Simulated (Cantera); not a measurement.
Cantera with NASA thermochemical tables; ideal gases at 1 bar, condensed phases pure. Values are per mole of reaction as written; species without (g) are pure solids or liquids, kept so even where they would boil at 1 bar.

H2(g) → 2 H(g)

```json
[
 {"T (K)": "2300", "ΔH° (kJ)": "455.8", "ΔS° (J/K)": "121.1", "ΔG° (kJ)": "177.4", "log10 K": "-4.03"},
 {"T (K)": "2325", "ΔH° (kJ)": "___", "ΔS° (J/K)": "___", "ΔG° (kJ)": "___", "log10 K": "___"},
 {"T (K)": "2350", "ΔH° (kJ)": "456.1", "ΔS° (J/K)": "121.2", "ΔG° (kJ)": "171.3", "log10 K": "-3.81"},
 {"T (K)": "2375", "ΔH° (kJ)": "456.3", "ΔS° (J/K)": "121.3", "ΔG° (kJ)": "168.3", "log10 K": "-3.70"},
 {"T (K)": "2400", "ΔH° (kJ)": "456.5", "ΔS° (J/K)": "121.3", "ΔG° (kJ)": "165.3", "log10 K": "-3.60"},
 {"T (K)": "2425", "ΔH° (kJ)": "456.6", "ΔS° (J/K)": "121.4", "ΔG° (kJ)": "162.2", "log10 K": "-3.49"},
 {"T (K)": "2450", "ΔH° (kJ)": "456.8", "ΔS° (J/K)": "121.5", "ΔG° (kJ)": "159.2", "log10 K": "-3.39"},
 {"T (K)": "2475", "ΔH° (kJ)": "___", "ΔS° (J/K)": "___", "ΔG° (kJ)": "___", "log10 K": "___"},
 {"T (K)": "2500", "ΔH° (kJ)": "457.1", "ΔS° (J/K)": "121.6", "ΔG° (kJ)": "153.1", "log10 K": "-3.20"},
 {"T (K)": "2525", "ΔH° (kJ)": "457.2", "ΔS° (J/K)": "121.6", "ΔG° (kJ)": "150.1", "log10 K": "-3.10"},
 {"T (K)": "2550", "ΔH° (kJ)": "457.3", "ΔS° (J/K)": "121.7", "ΔG° (kJ)": "147.0", "log10 K": "-3.01"}
]
```

### Question
Complete the blanks.

### Answer

- 2325, ΔH° (kJ): 456.0
- 2325, ΔS° (J/K): 121.1
- 2325, ΔG° (kJ): 174.4
- 2325, log10 K: -3.92
- 2475, ΔH° (kJ): 456.9
- 2475, ΔS° (J/K): 121.5
- 2475, ΔG° (kJ): 156.2
- 2475, log10 K: -3.30
